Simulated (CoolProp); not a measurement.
Normal hydrogen along the isotherm 19 K: density (kg/m³) from the reference equation and from simpler models built on Tc = 33.1 K, pc = 1296 kPa, ω = -0.219; each cubic takes its own stable root.

Model: reference Helmholtz-energy equation of state, Leachman 2009, in CoolProp.

| p (kPa) | phase | reference |
|---|---|---|
| 122 | liquid | 72.42 |
| 243 | liquid | 72.56 |
| 365 | liquid | 72.71 |
| 486 | liquid | 72.85 |
| 608 | liquid | 72.99 |
| 729 | liquid | 73.13 |
| 851 | liquid | 73.26 |
| 972 | liquid | 73.40 |
| 1090 | liquid | 73.52 |
| 1220 | liquid | 73.66 |
| 1340 | liquid | 73.79 |
| 1460 | liquid | 73.92 |
| 1580 | liquid | 74.04 |
| 1700 | liquid | 74.17 |
| 1820 | liquid | 74.29 |
| 1940 | liquid | 74.41 |

### Question
How far does each simpler model (van der Waals, Soave-Redlich-Kwong, Peng-Robinson) lie from the reference over these 16 states: mean and median of the absolute difference, and the worst?

### Answer
- van der Waals: mean 17.8 %, median 17.8 %, worst -17.8 % at 19 K and 1940 kPa
- Soave-Redlich-Kwong: mean 12.6 %, median 12.6 %, worst +12.6 % at 19 K and 486 kPa
- Peng-Robinson: mean 26.5 %, median 26.5 %, worst +26.7 % at 19 K and 122 kPa
